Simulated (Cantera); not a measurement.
Input: 1 mol SiCl4, 0.014 mol Cl2, 290 mol H2, held at 0.100 bar.

Cantera equilibrium calculation (NASA polynomials, part measured and part estimated; ideal gas, pure solids and liquids). Candidate condensed phases: Si; 19 gas species. Rates play no part.

### Question
Which condensed phases are stable at each of these points (T (K)): 800, 850, 900, 950, 1000, 1050, 1100, 1150, 1200, 1250?

### Answer
```json
[
 {"T (K)": "800", "condensed phases": "gas only", "Si condensed (%)": "0.0"},
 {"T (K)": "850", "condensed phases": "gas only", "Si condensed (%)": "0.0"},
 {"T (K)": "900", "condensed phases": "Si(s)", "Si condensed (%)": "7.6"},
 {"T (K)": "950", "condensed phases": "Si(s)", "Si condensed (%)": "21.0"},
 {"T (K)": "1000", "condensed phases": "Si(s)", "Si condensed (%)": "37.4"},
 {"T (K)": "1050", "condensed phases": "Si(s)", "Si condensed (%)": "54.7"},
 {"T (K)": "1100", "condensed phases": "Si(s)", "Si condensed (%)": "69.4"},
 {"T (K)": "1150", "condensed phases": "Si(s)", "Si condensed (%)": "78.8"},
 {"T (K)": "1200", "condensed phases": "Si(s)", "Si condensed (%)": "83.4"},
 {"T (K)": "1250", "condensed phases": "Si(s)", "Si condensed (%)": "85.1"}
]
```

From 800 K to 850 K nothing is condensed. From 900 K to 1250 K the condensed part is Si(s).
